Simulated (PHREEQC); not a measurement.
0.061 g of hydrous ferric oxide (600 m²/g; 0.2 weak and 0.005 strong sites per Fe, Dzombak-Morel constants, diffuse double layer) in 1 kg of water with 0.001 mol/kgw of an inert sodium salt, at 25 °C; the pH is set by adding NaOH or the inert anion's acid. Oxygen is held at 0.21 atm. CO2 from the air is kept out. Nothing may precipitate in this run.

The numbers come from PHREEQC with the ion-association model, wateq4f.dat.

```json
[
 {"pH": "3", "surface charge σ (C/m²)": "0.253", "surface potential ψ (mV)": "234"},
 {"pH": "3.5", "surface charge σ (C/m²)": "0.174", "surface potential ψ (mV)": "225"},
 {"pH": "4", "surface charge σ (C/m²)": "0.118", "surface potential ψ (mV)": "210"},
 {"pH": "4.5", "surface charge σ (C/m²)": "0.078", "surface potential ψ (mV)": "191"},
 {"pH": "5", "surface charge σ (C/m²)": "0.050", "surface potential ψ (mV)": "169"},
 {"pH": "5.5", "surface charge σ (C/m²)": "0.031", "surface potential ψ (mV)": "145"},
 {"pH": "6", "surface charge σ (C/m²)": "0.019", "surface potential ψ (mV)": "119"},
 {"pH": "6.5", "surface charge σ (C/m²)": "0.011", "surface potential ψ (mV)": "92"},
 {"pH": "7", "surface charge σ (C/m²)": "0.006", "surface potential ψ (mV)": "64"},
 {"pH": "7.5", "surface charge σ (C/m²)": "0.003", "surface potential ψ (mV)": "35"},
 {"pH": "8", "surface charge σ (C/m²)": "0.000", "surface potential ψ (mV)": "6"},
 {"pH": "8.5", "surface charge σ (C/m²)": "-0.002", "surface potential ψ (mV)": "-23"},
 {"pH": "9", "surface charge σ (C/m²)": "-0.004", "surface potential ψ (mV)": "-51"}
]
```

The oxide is taken as insoluble; below pH 4 it would dissolve.
